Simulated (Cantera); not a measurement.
## Diamond growth

A diamond (100) surface in a fixed gas of H2 with x(CH4) = 0.0052, x(H) = 0.014, x(CH3) = 7.4e-05, at 1400 K; coverages are run to steady state.

Detailed kinetics in Cantera: the Harris–Goodwin 1993 mechanism for the reconstructed diamond (100) surface.

| P (Pa) | growth (µm/h) | θ c6HH | θ c6H* | θ c6*H | θ c6** | θ c6HM |
|---|---|---|---|---|---|---|
| 480 | 0.0451 | 0.330 | 0.0597 | 0.547 | 0.0639 | 2.30e-6 |
| 920 | 0.116 | 0.330 | 0.0597 | 0.546 | 0.0639 | 4.76e-6 |
| 1800 | 0.285 | 0.330 | 0.0597 | 0.546 | 0.0639 | 9.86e-6 |
| 3400 | 0.640 | 0.330 | 0.0598 | 0.546 | 0.0639 | 1.92e-5 |
| 6600 | 1.48 | 0.330 | 0.0599 | 0.546 | 0.0639 | 3.72e-5 |
| 13000 | 3.63 | 0.330 | 0.0600 | 0.546 | 0.0640 | 7.09e-5 |
| 25000 | 9.07 | 0.330 | 0.0603 | 0.545 | 0.0641 | 0.000126 |
| 47000 | 22.7 | 0.330 | 0.0609 | 0.545 | 0.0643 | 0.000208 |
θ: site fractions in the mechanism's names (c6HH fully hydrogenated, c6H* and c6*H radical sites, c6** diradical, c6HM methylated).
